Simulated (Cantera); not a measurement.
Mixture: H₂ : O₂ : N₂ : H₂O = 1 : 0.781 : 4.69 : 0.095 (molar parts), equivalence ratio 0.64, at 760 Torr, adiabatic and at constant pressure. Ignition delay is the time to a rise of 400 K.

Model: the H2/O2 subset of GRI-Mech 3.0, which has no nitrogen chemistry, integrated in Cantera. Where the delays flatten at high temperature, the 400 K rule measures the pace of heat release, not the induction time.

**Question.** Predict: delay at 1173 K; delay at 1373 K; delay at 1573 K; delay at 1773 K; delay at 1973 K.

**Answer.** 
```json
{
 "delay at 1173 K": "84.0 µs",
 "delay at 1373 K": "43.5 µs",
 "delay at 1573 K": "38.6 µs",
 "delay at 1773 K": "44.8 µs",
 "delay at 1973 K": "57.6 µs"
}
```
